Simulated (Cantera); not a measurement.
Charge: 1 mol B₂H₆, 0.46 mol N₂, equilibrated at 1000 K and 10.0 Torr.

Method: chemical equilibrium by Gibbs-energy minimisation in Cantera with the NASA 1993 tables (ideal gas, pure condensed phases). Candidate condensed phases: B, BN; 15 gas species. The feed counts by its element totals alone. N₂ is the only nitrogen source here; it is nearly inert below about 1500 K, so the nitride shown seldom forms there in practice. Kinetics and transport are ignored.

**Question.** What is the equilibrium state?

**Answer.** 
* **x(H₂)**: 1.00
* **n(B(s))**: 1.08 mol
* **n(BN(s))**: 0.920 mol
* **gas amount**: 3.000 mol
